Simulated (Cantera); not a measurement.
Charge: 1 mol V2O3, 2.1 mol H2, 1.2 mol N2, equilibrated at 2023 K.

These are equilibrium values from Cantera (NASA tables, ideal gas, pure condensed phases), not measurements of a reactor. Candidate condensed phases: H2O, V, VN, VO, V2O3, V2O4, V2O5; 28 gas species. Mutual solubility and eutectic melting of coexisting phases are not modelled. VO: taken at fixed stoichiometry. Condensed phases not in the tables: the oxides between V2O3 and V2O5 other than VO2. The numbers say what is thermodynamically allowed, not how fast it happens.

x: gas mole fraction; n: condensed amount in mol.

| P (Pa) | x H2 | x N2 | x VO2 | x H | x VO | x H2O | n VO(s) | n V2O3(s) |
|---|---|---|---|---|---|---|---|---|
| 10 | 0.390 | 0.264 | 0.187 | 0.119 | 0.0276 | 0.0122 | 0.835 | 0.0941 |
| 36 | 0.523 | 0.329 | 0.0519 | 0.0724 | 0.00767 | 0.0164 | 0.282 | 0.750 |
| 130 | 0.575 | 0.350 | [?] | [?] | [?] | 0.0181 | [?] | 0.889 |
| 460 | 0.597 | 0.358 | 0.00406 | 0.0216 | 0.000600 | 0.0187 | 0.138 | 0.923 |
| 1700 | 0.607 | 0.361 | 0.00110 | 0.0113 | 0.000162 | 0.0191 | 0.130 | 0.933 |
| 6000 | 0.612 | 0.362 | 0.000311 | 0.00607 | 4.60e-5 | 0.0192 | 0.128 | 0.935 |
| 22000 | 0.614 | 0.363 | 8.49e-5 | 0.00317 | 1.25e-5 | 0.0193 | 0.128 | 0.936 |
| 77000 | 0.616 | 0.363 | [?] | [?] | [?] | 0.0193 | 0.128 | 0.936 |
| 280000 | 0.616 | 0.363 | 6.67e-6 | 0.000891 | 9.86e-7 | 0.0194 | 0.128 | 0.936 |
| 1000000 | 0.617 | 0.364 | 1.87e-6 | 0.000472 | 2.76e-7 | 0.0194 | 0.128 | 0.936 |

Task: What belongs in the gaps?

Result: 
- 77000, x VO2: 2.43e-5
- 77000, x H: 0.00170
- 77000, x VO: 3.58e-6
- 130, x VO2: 0.0144
- 130, x H: 0.0399
- 130, x VO: 0.00212
- 130, n VO(s): 0.166
